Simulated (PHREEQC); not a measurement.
0.011 g of hydrous ferric oxide (600 m²/g; 0.2 weak and 0.005 strong sites per Fe, Dzombak-Morel constants, diffuse double layer) in 1 kg of water with 0.3 mol/kgw of an inert sodium salt and 7.3e-06 mol Ag2SO4, at 25 °C; the pH is set by adding NaOH or the inert anion's acid. Oxygen is held at 0.21 atm. No CO2 enters from the air. No solid was allowed to form.

Base run: PHREEQC, ion-association model, wateq4f.dat. Each further column changes one thing. The table gives S sorbed (%).

| pH | base | no electrostatic term (-no_edl) | background salt from 0.3 to 0.03 mol/kgw | oxide from 0.011 to 0.055 g/kgw | 3.9e-05 mol/kgw SrCl2 added |
|---|---|---|---|---|---|
| 3 | 14.2 | 0.0 | 78.0 | 48.4 | 14.2 |
| 3.5 | 14.1 | 0.0 | 76.4 | 48.0 | 14.0 |
| 4 | 13.1 | 0.0 | 70.7 | 45.6 | 13.1 |
| 5 | 7.1 | 0.0 | 44.0 | 28.4 | 7.1 |
| 5.5 | 3.5 | 0.0 | 26.2 | 15.4 | 3.5 |
| 6 | 1.3 | 0.0 | 11.2 | 6.0 | 1.3 |
| 6.5 | 0.4 | 0.0 | 3.0 | 1.8 | 0.4 |
| 7 | 0.1 | 0.0 | 0.5 | 0.4 | 0.1 |
| 8 | 0.0 | 0.0 | 0.0 | 0.0 | 0.0 |
| 8.5 | 0.0 | 0.0 | 0.0 | 0.0 | 0.0 |
| 9 | 0.0 | 0.0 | 0.0 | 0.0 | 0.0 |

The oxide is taken as insoluble; below pH 4 it would dissolve. In at least one series the solution becomes supersaturated in solids that the run did not let form, among them Cerargyrite.
